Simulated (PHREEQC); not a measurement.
Make-up at 20 °C: 28 mmol/kgw Pb(NO3)2, 5.4 mmol/kgw ZnCl2, 150 mmol/kgw H2SO4 and 0.042 mmol/kgw NaCl. Closed to the air; pH follows from the charge balance.

The numbers come from PHREEQC with the ion-association model, wateq4f.dat.

Problem. The ionic strength comes out as 0.263 mol/kgw. What activity coefficients do SO4-2, Zn+2, ZnCl+, NaSO4-, Cl- get?

Solution. SO4-2 0.27, Zn+2 0.30, ZnCl+ 0.70, NaSO4- 0.73, Cl- 0.69.

No solid was allowed to form. The solution is supersaturated, for example in Anglesite, so a real one may precipitate; this is no full list. Complexes and solids missing from the database can't appear.
